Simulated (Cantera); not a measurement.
An adiabatic, constant-volume homogeneous reactor starts with 4.08 % C2H4, 14.4 % O2, 77.5 % N2, 4.08 % H2O, equivalence ratio 0.85, at 1623 K and 5.00 bar.

Computed with Cantera and GRI-Mech 3.0 (53 species, 325 reactions). GRI-Mech 3.0 was tuned for natural gas; its chemistry of ethylene as a main component is partial and can be far from experiment.

Predict: time of steepest temperature rise; temperature at 0.900 s; equilibrium temperature; x(O2) at 0.900 s; x(H2O) at 0.900 s; x(CO2) at 0.900 s; x(CO) at 0.900 s; x(HO2) at 0.900 s.


| Property | Value |
|---|---|
| time of steepest temperature rise | 5.96 µs |
| temperature at 0.900 s | 2883 K |
| equilibrium temperature | 2883 K |
| x(O2) at 0.900 s | 0.0250 (gas-phase equilibrium 0.0250) |
| x(H2O) at 0.900 s | 0.104 (gas-phase equilibrium 0.104) |
| x(CO2) at 0.900 s | 0.0550 (gas-phase equilibrium 0.0550) |
| x(CO) at 0.900 s | 0.0247 (gas-phase equilibrium 0.0247) |
| x(HO2) at 0.900 s | 1.22e-5 (gas-phase equilibrium 1.22e-5) |
